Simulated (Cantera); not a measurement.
A perfectly stirred reactor is fed with NH3 : N2 = 1 : 0.23 (molar parts), at 760 Torr; it is held at 1923 K, and followed from long to short residence time.

Computed with Cantera and the gas-phase N/H chemistry of the illustrative SiF4/NH3 mechanism in the Surface Chemkin manual (1991). Walls and surfaces, which speed up NH3 decomposition in real reactors, are not modelled.

One state of this run: x NH3 = 0.187; x N2H4 = 6.55e-8; x NH = 5.06e-6; x H2 = 0.518; x N2H2 = 5.31e-7. x: mole fraction; the columns are a selection and need not sum to one.

**Question.** Which value of τ (s) does it belong to?
A. 0.24
B. 0.068
C. 3.0
D. 0.00012

**Answer.** A, 0.24
